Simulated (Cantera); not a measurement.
Equilibrium for roasting and sulfation: FeS2 + SO3 + O2

Charge: 1 mol FeS2, 2.9 mol SO3, 0.22 mol O2, equilibrated at 1027 °C.

These are equilibrium values from Cantera (NASA tables, ideal gas, pure condensed phases), not measurements of a reactor. Candidate condensed phases: Fe, FeO, FeS, FeSO4, FeS2, Fe2O3, Fe2(SO4)3, Fe3O4, S; 12 gas species. Mutual solubility and eutectic melting of coexisting phases are not modelled. The tables' stoichiometric FeO is somewhat more stable than real wüstite, so its field is too wide. FeO, FeS: taken at fixed stoichiometry. Kinetics and transport are ignored.

```csv
P (Pa),x SO2,x S2,x S2O,x SO,x S,x SO3,n FeO(s),n Fe3O4(s),n FeS(s)
1000,0.904,0.0898,0.00258,0.00317,8.40e-6,2.67e-7,1.00,0,0
3500,0.884,0.110,0.00406,0.00241,4.96e-6,3.36e-7,0,0.333,0
13000,0.892,0.101,0.00533,0.00171,2.47e-6,4.82e-7,0,0.319,0.0416
45000,0.912,0.0804,0.00619,0.00119,1.18e-6,7.20e-7,0,0.283,0.151
160000,0.929,0.0633,0.00716,0.000827,5.57e-7,1.08e-6,0,0.254,0.238
560000,0.941,0.0498,0.00824,0.000573,2.64e-7,1.60e-6,0,0.231,0.306
2000000,0.951,0.0389,0.00947,0.000394,1.24e-7,2.37e-6,0,0.214,0.358
```
x: gas mole fraction; n: condensed amount in mol.

At 10.0 mbar the condensed part is FeO(s). At 35.0 mbar the condensed part is Fe3O4(s). From 0.130 bar to 20.0 bar the condensed part is FeS(s) + Fe3O4(s).
